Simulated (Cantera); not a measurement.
An isothermal, constant-pressure homogeneous reactor starts with CH₄ : CO₂ : H₂ = 1 : 0.76 : 0.62 (molar parts), at 1523 K and 4.93 atm.

Detailed kinetics in Cantera: GRI-Mech 3.0 (53 species, 325 reactions).

x: mole fraction; the columns are a selection and need not sum to one.

| t (s) | x CH₄ | x CO₂ | x H₂ | x CO | x CH₂CO | x C₂H₂ | x CH₂ |
|---|---|---|---|---|---|---|---|
| 3.00e-5 | 0.420 | 0.319 | 0.261 | 1.13e-5 | 1.07e-12 | 3.53e-10 | 2.89e-10 |
| 8.42e-5 | 0.420 | 0.319 | 0.261 | 5.66e-5 | 2.95e-11 | 1.62e-8 | 5.49e-10 |
| 0.000236 | 0.420 | 0.319 | 0.261 | 0.000204 | 3.76e-10 | 3.68e-7 | 6.78e-10 |
| 0.000662 | 0.419 | 0.319 | 0.261 | 0.000673 | ? | 7.28e-6 | 8.93e-10 |
| 0.00186 | 0.416 | 0.317 | 0.261 | 0.00215 | ? | 0.000116 | 1.05e-9 |
| 0.00521 | 0.408 | 0.311 | 0.263 | 0.00640 | ? | 0.00112 | 1.07e-9 |
| 0.0146 | 0.387 | 0.295 | 0.269 | 0.0182 | ? | 0.00627 | 1.08e-9 |
| 0.0410 | 0.335 | 0.254 | 0.282 | 0.0491 | ? | 0.0210 | 1.16e-9 |
| 0.115 | 0.245 | 0.167 | 0.291 | 0.118 | ? | 0.0466 | 1.55e-9 |
| 0.323 | 0.160 | 0.0721 | 0.292 | 0.199 | ? | 0.0681 | 2.21e-9 |
| 0.906 | 0.144 | 0.0510 | 0.308 | 0.230 | ? | 0.0626 | 1.98e-9 |
| 2.54 | 0.142 | 0.0426 | 0.342 | 0.263 | ? | 0.0451 | 1.37e-9 |
| 7.13 | 0.132 | 0.0302 | 0.391 | 0.305 | ? | 0.0261 | 8.50e-10 |
| 20.0 | 0.112 | 0.0179 | 0.447 | 0.342 | ? | 0.0127 | 5.27e-10 |

**Question.** Complete the blanks.

**Answer.** 
- 0.000662, x CH₂CO: 3.71e-9
- 0.00186, x CH₂CO: 2.80e-8
- 0.00521, x CH₂CO: 1.43e-7
- 0.0146, x CH₂CO: 6.20e-7
- 0.0410, x CH₂CO: 2.50e-6
- 0.115, x CH₂CO: 8.85e-6
- 0.323, x CH₂CO: 1.91e-5
- 0.906, x CH₂CO: 1.72e-5
- 2.54, x CH₂CO: 1.07e-5
- 7.13, x CH₂CO: 5.43e-6
- 20.0, x CH₂CO: 2.77e-6
